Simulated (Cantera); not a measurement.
Cantera run:

```python
import numpy as np
import cantera as ct

gas_names = [...]  # 95 gases of nasa_gas.yaml made of C, F, H
cond_names = """
    C(gr) C6H6(L) C7H8(L) C8H18(L),n-octa
""".split()


# ... load() reads the species with a 1 bar reference pressure and builds the phases ...
atoms = {
    'CH2F2': {'C': 1, 'H': 2, 'F': 2},
    'F2': {'F': 2},
}
top_T = {'C(gr)': 4500}  # K; cautious upper limits of use, not melting points


# ... equilibrate(T, P, feed) seeds the gas with the atoms and calls Mixture.equilibrate('TP', solver="vcs", rtol=1e-11, max_steps=5000) ...
results = []
feed = {'CH2F2': 1, 'F2': 2.6}  # mol
T = 775  # K
P = 10000  # Pa
mix = equilibrate(T, P, feed)
results.append((T, P, feed, dict(zip(mix.species_names, mix.species_moles))))
print(gas.report(threshold=1e-06))
for i in range(1, mix.n_phases):
    print(f"{mix.phase(i).name:16s} {mix.phase_moles(i):12.5e} mol")
```

It prints:

```
       temperature   775 K
          pressure   10000 Pa
           density   0.064783 kg/m^3
  mean mol. weight   41.744 kg/kmol
   phase of matter   gas

                          1 kg             1 kmol
                     ---------------   ---------------
          enthalpy       -9.2807e+06       -3.8741e+08  J
   internal energy        -9.435e+06       -3.9386e+08  J
           entropy            6512.8        2.7187e+05  J/K
    Gibbs function       -1.4328e+07       -5.9811e+08  J
 heat capacity c_p            1157.8             48331  J/K
 heat capacity c_v            958.63             40017  J/K

                      mass frac. Y      mole frac. X     chem. pot. / RT
                     ---------------   ---------------   ---------------
               CF4           0.58352           0.27679           -182.86
                 F         0.0032446         0.0071292           -14.934
                F2           0.14792           0.16251           -29.867
                HF           0.26531           0.55357           -67.285
              H2F2        3.2317e-06        3.3716e-06           -134.57
     [  +90 minor]        2.2188e-11        1.5432e-11

C(gr)             0.00000e+00 mol
```

Equilibrium computed with Cantera from the NASA thermochemical tables; the gas is ideal and each condensed phase is pure. Condensed phases not in the tables: fluorocarbon polymer. Gases not in the tables: C2F6 and larger saturated fluorocarbons.
